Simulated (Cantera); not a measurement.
# Hydrocarbon pyrolysis for carbon deposition

An isothermal, constant-pressure homogeneous reactor starts with C₃H₈ : H₂ = 1 : 8.4 (molar parts), at 1448 K and 10.00 Torr.

Model: GRI-Mech 3.0 (53 species, 325 reactions), integrated in Cantera. GRI-Mech 3.0 was tuned for natural gas; its chemistry of propane as a main component is partial and can be far from experiment. GRI-Mech 3.0 stops at C3 and has no aromatics, soot or wall deposition, so with more carbon than oxygen in the feed, carbon stays in small species such as C2H2 where larger ones or solid carbon would form. Radical loss at walls, strong at low pressure, is not modelled.

```
t (s)       x C₃H₈   x H₂    x C₂H₆    x CH₂       x H
--------  --------  -----  --------  -------  --------
4.00e-5      0.106  0.893   3.11e-5  9.42e-9   7.45e-5
0.000124     0.102  0.890  0.000186  2.95e-7  0.000215
0.000386    0.0820  0.873  0.000848  2.36e-6  0.000622
0.00120     0.0164  0.819   0.00221  3.59e-6   0.00162
0.00372   0.000169  0.809  0.000504  5.57e-7  0.000642
0.0116     1.58e-6  0.811  0.000115  6.43e-8  0.000184
0.0359     1.10e-8  0.813   2.68e-5  9.79e-9   6.79e-5
0.111      2.16e-9  0.816   7.24e-6  2.43e-9   3.32e-5
0.346      1.04e-9  0.819   4.50e-6  1.89e-9   2.98e-5
1.07      5.81e-10  0.822   5.64e-6  3.59e-9   4.24e-5
3.34      5.43e-10  0.824   6.02e-6  4.24e-9   4.70e-5
10.4      4.48e-10  0.829   5.20e-6  4.08e-9   4.85e-5
32.2      2.60e-10  0.840   3.44e-6  3.64e-9   5.26e-5
100       7.29e-11  0.858   1.24e-6  2.65e-9   6.20e-5
```
x: mole fraction; the columns are a selection and need not sum to one.

Equilibrium at this temperature and pressure: C₃H₈ 4.87e-12, H₂ 0.875, C₂H₆ 1.01e-7, CH₂ 6.53e-10, H 7.52e-5 (gas phase only).
